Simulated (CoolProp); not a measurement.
Vapour-liquid equilibrium of n-hexane (1) + toluene (2) at 404.3 K; x and y are mole fractions of (1).

The numbers come from the multi-fluid Helmholtz-energy mixture model, Thol 2019 and Lemmon 2006; pair parameters Bell 2016 in CoolProp.

```
x     bubble pressure (MPa)  y at the bubble point  dew pressure at overall composition x (MPa)  liquid density (mol/L)
----  ---------------------  ---------------------  -------------------------------------------  ----------------------
0.05                 0.2002                  0.159                                       0.1827                   8.115
0.15                 0.2444                  0.368                                       0.1987                   7.904
0.25                 0.2832                  0.505                                       0.2175                   7.698
0.35                 0.3181                  0.605                                       0.2399                   7.498
0.45                 0.3505                  0.684                                       0.2665                   7.303
0.55                 0.3810                  0.751                                       0.2983                   7.114
0.65                 0.4105                  0.812                                       0.3361                   6.930
0.75                 0.4395                  0.868                                       0.3803                   6.751
0.85                 0.4683                  0.921                                       0.4302                   6.576
0.95                 0.4974                  0.974                                       0.4842                   6.407
```

No azeotrope shows between x = 0.05 and 0.95.

Pair parameters are fitted to limited data, so mixtures are less certain than the pure fluids.
